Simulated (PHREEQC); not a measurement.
Make-up at 25 °C: 0.062 mol TMAH, 0.0045 mol H3BO3 and 0.0011 mol K3PO4 per kg of water. Closed to the air; pH follows from the charge balance.

Computed with PHREEQC (ion-association model, phreeqc.dat).

**Question.** The ionic strength comes out as 0.0683 mol/kgw. What activity coefficients do H2BO3-, K+, HPO4-2, OH-, PO4-3 get?

**Answer.** H2BO3- 0.80, K+ 0.79, HPO4-2 0.42, OH- 0.79, PO4-3 0.13.

No solid was allowed to form. (CH3)4N+ isn't in the database: it is added as a free cation with an ion size of 4 Å.
